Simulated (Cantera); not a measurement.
Input: 1 mol C₂F₆, 0.44 mol F₂, at 0.0330 bar.

Cantera equilibrium calculation (NASA polynomials, part measured and part estimated; ideal gas, pure solids and liquids). Candidate condensed phases: C; 13 gas species. The feed counts by its element totals alone. Gases not in the tables: C₂F₆ and larger saturated fluorocarbons. Equilibrium is a limit: real reactors are often held back by kinetics, nucleation or transport.

### Question
What share of the C ends up in condensed phases as a function of T (K), at 1523, 1623, 1723, 1823, 1923, 2023, 2123?

### Answer
```
T (K)  C condensed (%)           as
-----  ---------------  -----------
1523              14.0  C(graphite)
1623              13.9  C(graphite)
1723              13.8  C(graphite)
1823              13.5  C(graphite)
1923              12.7  C(graphite)
2023              11.0  C(graphite)
2123               7.8  C(graphite)
```
